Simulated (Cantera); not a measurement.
Gas mixture: 100 % CH₃OH, at 0.0263 atm, frozen composition.

Cantera's kinetic-theory transport with the Lennard-Jones parameters of GRI-Mech 3.0, ideal gas; thermal conductivity in the multicomponent form. Polar gases are described roughly by these parameters. The composition is frozen, though it would react at the higher temperatures.

D: mixture-averaged diffusion coefficient of that species in the mixture.

```json
[
 {"T (K)": "400", "ρ (kg/m³)": "0.0257", "cp (J/kg/K)": "1604", "μ (µPa s)": "13.1", "λ (mW/m/K)": "28.1", "Pr": "0.748", "D (cm²/s) O": "15.9", "D (cm²/s) NH₃": "10.0", "D (cm²/s) H₂": "40.2"},
 {"T (K)": "650", "ρ (kg/m³)": "0.0158", "cp (J/kg/K)": "2212", "μ (µPa s)": "21.3", "λ (mW/m/K)": "62.7", "Pr": "0.750", "D (cm²/s) O": "38.1", "D (cm²/s) NH₃": "26.2", "D (cm²/s) H₂": "93.4"},
 {"T (K)": "900", "ρ (kg/m³)": "0.0114", "cp (J/kg/K)": "…", "μ (µPa s)": "…", "λ (mW/m/K)": "…", "Pr": "0.751", "D (cm²/s) O": "…", "D (cm²/s) NH₃": "…", "D (cm²/s) H₂": "…"},
 {"T (K)": "1150", "ρ (kg/m³)": "0.00893", "cp (J/kg/K)": "2978", "μ (µPa s)": "35.2", "λ (mW/m/K)": "139", "Pr": "0.751", "D (cm²/s) O": "102", "D (cm²/s) NH₃": "76.0", "D (cm²/s) H₂": "245"},
 {"T (K)": "1400", "ρ (kg/m³)": "0.00734", "cp (J/kg/K)": "3214", "μ (µPa s)": "41.1", "λ (mW/m/K)": "176", "Pr": "0.751", "D (cm²/s) O": "142", "D (cm²/s) NH₃": "108", "D (cm²/s) H₂": "340"},
 {"T (K)": "1650", "ρ (kg/m³)": "0.00623", "cp (J/kg/K)": "3388", "μ (µPa s)": "…", "λ (mW/m/K)": "…", "Pr": "0.750", "D (cm²/s) O": "…", "D (cm²/s) NH₃": "…", "D (cm²/s) H₂": "…"},
 {"T (K)": "1900", "ρ (kg/m³)": "0.00541", "cp (J/kg/K)": "3514", "μ (µPa s)": "51.5", "λ (mW/m/K)": "242", "Pr": "0.749", "D (cm²/s) O": "236", "D (cm²/s) NH₃": "185", "D (cm²/s) H₂": "565"},
 {"T (K)": "2150", "ρ (kg/m³)": "0.00478", "cp (J/kg/K)": "3607", "μ (µPa s)": "56.2", "λ (mW/m/K)": "271", "Pr": "0.748", "D (cm²/s) O": "290", "D (cm²/s) NH₃": "228", "D (cm²/s) H₂": "693"}
]
```

Task: What belongs in the gaps?

Result: 
- 900, cp (J/kg/K): 2643
- 900, μ (µPa s): 28.6
- 900, λ (mW/m/K): 101
- 900, D (cm²/s) O: 66.9
- 900, D (cm²/s) NH₃: 48.5
- 900, D (cm²/s) H₂: 162
- 1650, μ (µPa s): 46.5
- 1650, λ (mW/m/K): 210
- 1650, D (cm²/s) O: 187
- 1650, D (cm²/s) NH₃: 144
- 1650, D (cm²/s) H₂: 447
